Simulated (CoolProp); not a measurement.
Vapour-liquid equilibrium of n-heptane (1) + n-dodecane (2) at 209.75 °C; x and y are mole fractions of (1).

Model: multi-fluid Helmholtz-energy mixture model, Span 2003 and Lemmon 2004; pair parameters Bell 2016, in CoolProp.

Give the bubble pressure and the first vapour's composition at x = 0.05, 0.35, 0.75. Is there an azeotrope?

x = 0.05: 0.1258 MPa, y = 0.328; x = 0.35: 0.4000 MPa, y = 0.831; x = 0.75: 0.8310 MPa, y = 0.958. No azeotrope shows between x = 0.05 and 0.95.

The pair parameters rest on a limited set of measurements; away from them the model extrapolates.
